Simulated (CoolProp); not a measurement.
Vapour-liquid equilibrium of R22 (1) + R115 (2) at 21.1 kPa; x and y are mole fractions of (1).

Model: multi-fluid Helmholtz-energy mixture model, Kamei 1995 and Lemmon 2016; pair parameters Bell 2016, in CoolProp.

```csv
x,bubble temperature (°C),y at the bubble point,dew temperature at overall composition x (°C),liquid density (mol/L)
0.05,-71.2,0.159,-69.8,10.91
0.15,-73.0,0.303,-71.1,11.38
0.25,-73.7,0.367,-72.4,11.87
0.35,-73.9,0.407,-73.5,12.40
0.45,-74.0,0.444,-74.0,12.98
0.55,-73.9,(withheld),-73.5,13.61
0.65,-73.6,0.543,-72.7,14.31
0.75,-72.9,(withheld),(withheld),15.06
0.85,-71.9,0.737,-70.9,15.87
0.95,-70.4,0.898,-70.0,16.76
```

### Question
Complete the blanks.

### Answer

- 0.55, y at the bubble point: 0.486
- 0.75, y at the bubble point: 0.623
- 0.75, dew temperature at overall composition x (°C): -71.8

y crosses x between x = 0.35 and 0.45: the model has an azeotrope there.

The pair parameters rest on a limited set of measurements; away from them the model extrapolates.
